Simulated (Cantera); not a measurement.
What does this Cantera script print?

```python
import numpy as np
import cantera as ct

gas_names = """
    CL CL2 H HCL H2 N NH NH2 NH3 N2 N2H2 N2H4 Si SiCL SiCL2 SiCL3 SiCL4 SiH SiHCL3 SiH2 SiH2CL2 SiH3
    SiH3CL SiH4 SiN Si2 Si2N Si3
""".split()
cond_names = """
    NH4CL(a) NH4CL(b) Si(cr) Si(L) Si3N4(a)
""".split()


# ... load() reads the species with a 1 bar reference pressure and builds the phases ...
atoms = {
    'SiCl4': {'Si': 1, 'CL': 4},
    'NH3': {'N': 1, 'H': 3},
    'H2': {'H': 2},
}
top_T = {'Si3N4(a)': 2400}  # K; cautious upper limits of use, not melting points


# ... equilibrate(T, P, feed) seeds the gas with the atoms and calls Mixture.equilibrate('TP', solver="vcs", rtol=1e-11, max_steps=5000) ...
results = []
feed = {'SiCl4': 1, 'NH3': 13, 'H2': 0.15}  # mol
T = 1798.15  # K
P = 1000  # Pa
mix = equilibrate(T, P, feed)
results.append((T, P, feed, dict(zip(mix.species_names, mix.species_moles))))
x = sorted(zip(gas.X, gas.species_names), reverse=True)
print(f"T = {T:g} K  P = {P:g} Pa  gas = {mix.phase_moles(0):.4g} mol")
print("   x: " + "  ".join(f"{s} {v:.3e}" for v, s in x if v > 1e-05))
print("   condensed (mol): " + ("  ".join(f"{mix.phase(i).name} {mix.phase_moles(i):.4g}"
      for i in range(1, mix.n_phases) if mix.phase_moles(i) > 1e-12) or "none"))
```

Result:

```
T = 1798.15 K  P = 1000 Pa  gas = 28.2 mol
   x: H2 6.552e-01  N2 2.304e-01  HCL 8.009e-02  SiCL2 3.036e-02  H 2.853e-03  Si 3.091e-04  SiCL 2.677e-04  CL 2.671e-04  SiCL3 1.529e-04  SiH 2.870e-05  SiH2 1.936e-05  Si2N 1.065e-05
   condensed (mol): Si(L) 0.1207
```

Method: chemical equilibrium by Gibbs-energy minimisation in Cantera with the NASA 1993 tables (ideal gas, pure condensed phases). The tables' values for SiCl, SiCl3 are old estimates; treat these amounts as uncertain. Gases not in the tables: Si2H6 and higher silanes.
